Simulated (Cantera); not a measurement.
## Thermodynamics of silicon nitride deposition, feed trisilylamine + NH3 + N2

Feed: 1 mol trisilylamine, 0.93 mol NH3, 2.6 mol N2, at 195 Torr.

Equilibrium computed with Cantera from the NASA thermochemical tables; the gas is ideal and each condensed phase is pure. Candidate condensed phases: Si, Si3N4; 18 gas species. The feed counts by its element totals alone. Mutual solubility and eutectic melting of coexisting phases are not modelled. Gases not in the tables: Si2H6 and higher silanes. Kinetics and transport are ignored.

| T (K) | log p H2 | log p N2 | log p H | log p Si | log p NH3 | log p SiH2 | n Si3N4(s) | n Si(l) |
|---|---|---|---|---|---|---|---|---|
| 950 | -0.69 | -1.26 | -9.60 | <-12 | -4.75 | <-12 | 1.00 | 0 |
| 1050 | -0.69 | -1.26 | -8.43 | <-12 | -5.03 | <-12 | 1.00 | 0 |
| 1150 | -0.69 | -1.26 | -7.47 | <-12 | -5.28 | <-12 | 1.00 | 0 |
| 1250 | -0.69 | -1.26 | -6.66 | <-12 | -5.48 | -11.95 | 1.00 | 0 |
| 1350 | -0.69 | -1.26 | -5.97 | <-12 | -5.65 | -10.44 | 1.00 | 0 |
| 1450 | -0.69 | -1.26 | -5.37 | -10.85 | -5.80 | -9.14 | 1.00 | 0 |
| 1550 | -0.69 | -1.26 | -4.85 | -9.24 | -5.93 | -8.01 | 1.00 | 0 |
| 1650 | -0.69 | -1.26 | -4.39 | -7.84 | -6.05 | -7.02 | 1.000 | 0 |
| 1750 | -0.69 | -1.26 | -3.98 | -6.59 | -6.15 | -6.14 | 1.000 | 0 |
| 1850 | -0.69 | -1.26 | -3.61 | -5.49 | -6.24 | -5.36 | 1.000 | 0 |
| 1950 | -0.76 | -1.08 | -3.32 | -4.62 | -6.33 | -4.86 | 0.378 | 1.86 |
log p: log10 of the partial pressure in bar; n: condensed amount in mol.

From 950 K to 1850 K the condensed part is Si3N4(s). At 1950 K the condensed part is Si(l) + Si3N4(s).
